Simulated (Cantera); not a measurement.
Charge: 1 mol Cu₂O, 0.48 mol H₂, 2.2 mol N₂, equilibrated at 100000 Pa.

Equilibrium computed with Cantera from the NASA thermochemical tables; the gas is ideal and each condensed phase is pure. Candidate condensed phases: Cu, CuO, Cu(OH)₂, Cu₂O, H₂O; 27 gas species. Each liquid is taken as pure. Mutual solubility and eutectic melting of coexisting phases are not modelled. The numbers say what is thermodynamically allowed, not how fast it happens.

Q: At 1477 °C, list the 7 most abundant gas species with their mole fractions, and the condensed phases.

A: N₂ 0.819, H₂O 0.178, O₂ 0.00189, NO 0.000338, Cu 0.000299, OH 0.000208, H₂ 0.000137. Condensed: Cu(l) + Cu₂O(l).
